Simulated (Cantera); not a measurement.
Gas mixture: 52.4 % C₂H₄, 47.6 % H₂, at 4.58 Torr, frozen composition.

Cantera's kinetic-theory transport with the Lennard-Jones parameters of GRI-Mech 3.0, ideal gas; thermal conductivity in the multicomponent form. The composition is frozen, though it would react at the higher temperatures.

One state of this run: ρ (kg/m³) = 0.00115; cp (J/kg/K) = 4066; μ (µPa s) = 28.9; λ (mW/m/K) = 213; Pr = 0.553; D (cm²/s) CH₃ = 376; D (cm²/s) CH₄ = 376; D (cm²/s) H₂ = 804. D: mixture-averaged diffusion coefficient of that species in the mixture.

Q: Which value of T (K) does it belong to?
A) 900
B) 800
C) 1000
D) 1100

A: C, 1000
